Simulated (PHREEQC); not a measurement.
**City or well water: an equilibrium model**

Synthetic water in mg/L, 25 °C, pH 7.12, pe 10: Na 23.8; K 13.4; Ca 7.89; Mg 0.85; Cl 32.6; S(6) as SO4 8.08; Alkalinity as HCO3 46.5; Cu(2) 0.443; B 0.0551; N(5) as NO3 0.0957; Br 1.63; O(0) (dissolved oxygen) 0.791.

Valence states are taken as typed.

Model: ion-association model, wateq4f.dat, run in PHREEQC.

No solid was allowed to form.

Problem. What charge-balance error does the model give?

Solution. charge-balance error -0.4 %.

Problem. In which forms is S present?

Solution. SO4-2 96 %, CaSO4 2.5 %, MgSO4 0.5 % of the S.

Saturation is exceeded, for instance for Malachite, Tenorite (slow to form); the values hold only as long as no solid forms. The database's constant for dissolved Cu(OH)2 is higher than later reviews accept.
